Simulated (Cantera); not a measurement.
# Reactions in the system C-O-Ti

Cantera with NASA thermochemical tables; ideal gases at 1 bar, condensed phases pure. Values are per mole of reaction as written; species without (g) are pure solids or liquids, kept so even where they would boil at 1 bar.

3 C + 2 Ti4O7 = 8 TiO(g) + 3 CO2(g)

| T (K) | ΔH° (kJ) | ΔS° (J/K) | ΔG° (kJ) | log10 K |
|---|---|---|---|---|
| 600 | 6025.1 | 2008.4 | 4820.1 | -419.62 |
| 675 | 6012.7 | 1988.9 | 4670.2 | -361.39 |
| 750 | 5999.7 | 1970.7 | 4521.7 | -314.91 |
| 825 | 5986.4 | 1953.7 | 4374.6 | -276.97 |
| 900 | 5972.6 | 1937.8 | 4228.6 | -245.42 |
| 975 | 5958.6 | 1922.8 | 4083.9 | -218.78 |
| 1050 | 5944.3 | 1908.7 | 3940.2 | -196.01 |
